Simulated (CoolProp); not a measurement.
The numbers come from the reference Helmholtz-energy equation of state, Thol 2018 in CoolProp.

Task: For hydrogen chloride, give the phase and the cp (kJ/(kg K)), speed of sound (m/s) at 333.35 °C and 0.0485 MPa; -10.85 °C and 2.35 MPa; -29.85 °C and 0.109 MPa.

Result: 
- 333.35 °C and 0.0485 MPa: gas; cp 0.812, speed of sound 439
- -10.85 °C and 2.35 MPa: liquid; cp 1.91, speed of sound 712
- -29.85 °C and 0.109 MPa: gas; cp 0.826, speed of sound 277
